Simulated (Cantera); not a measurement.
Hydrocarbon pyrolysis for carbon deposition

An isothermal, constant-pressure homogeneous reactor starts with C2H6 : N2 = 1 : 150 (molar parts), at 1850 K and 610 Pa.

Computed with Cantera and GRI-Mech 3.0 (53 species, 325 reactions). GRI-Mech 3.0 stops at C3 and has no aromatics, soot or wall deposition, so with more carbon than oxygen in the feed, carbon stays in small species such as C2H2 where larger ones or solid carbon would form. Radical loss at walls, strong at low pressure, is not modelled.

| t (s) | x C2H6 | x C2H2 | x CH3 | x H | x CH4 | x H2 | x C2H |
|---|---|---|---|---|---|---|---|
| 5.00e-5 | 0.00609 | 2.75e-10 | 0.00105 | 1.81e-6 | 1.22e-6 | 2.06e-7 | <1e-12 |
| 0.000129 | 0.00533 | 9.54e-9 | 0.00252 | 1.61e-5 | 7.81e-6 | 3.46e-6 | <1e-12 |
| 0.000335 | 0.00371 | 7.78e-7 | 0.00527 | 0.000180 | 4.61e-5 | 8.21e-5 | 8.26e-11 |
| 0.000865 | 0.00113 | 0.000140 | 0.00737 | 0.000971 | 0.000213 | 0.00117 | 2.98e-7 |
| 0.00224 | 2.46e-5 | 0.00213 | 0.00388 | 0.00149 | 0.000535 | 0.00554 | 6.53e-6 |
| 0.00579 | 4.73e-7 | 0.00490 | 0.00102 | 0.00101 | 0.000575 | 0.00993 | 5.51e-6 |
| 0.0150 | 5.53e-8 | 0.00599 | 0.000345 | 0.000636 | 0.000385 | 0.0117 | 3.51e-6 |
| 0.0387 | 1.16e-8 | 0.00626 | 0.000153 | 0.000453 | 0.000232 | 0.0123 | 2.48e-6 |
| 0.100 | 2.76e-9 | 0.00636 | 7.33e-5 | 0.000362 | 0.000134 | 0.0126 | 1.96e-6 |
| 0.259 | 6.25e-10 | 0.00640 | 3.45e-5 | 0.000316 | 7.13e-5 | 0.0128 | 1.70e-6 |
| 0.670 | 1.13e-10 | 0.00642 | 1.46e-5 | 0.000299 | 3.17e-5 | 0.0129 | 1.60e-6 |
| 1.73 | 1.12e-11 | 0.00643 | 4.61e-6 | 0.000303 | 9.85e-6 | 0.0129 | 1.62e-6 |
| 4.48 | <1e-12 | 0.00643 | 6.86e-7 | 0.000327 | 1.35e-6 | 0.0129 | 1.75e-6 |
| 11.6 | <1e-12 | 0.00643 | 9.07e-8 | 0.000388 | 1.50e-7 | 0.0129 | 2.08e-6 |
| 30.0 | <1e-12 | 0.00643 | 2.28e-8 | 0.000519 | 2.81e-8 | 0.0128 | 2.80e-6 |
x: mole fraction; the columns are a selection and need not sum to one.

Equilibrium at this temperature and pressure: C2H6 <1e-12, C2H2 0.000385, CH3 8.51e-9, H 0.000782, CH4 6.88e-9, H2 0.0127, C2H 2.56e-7 (gas phase only).
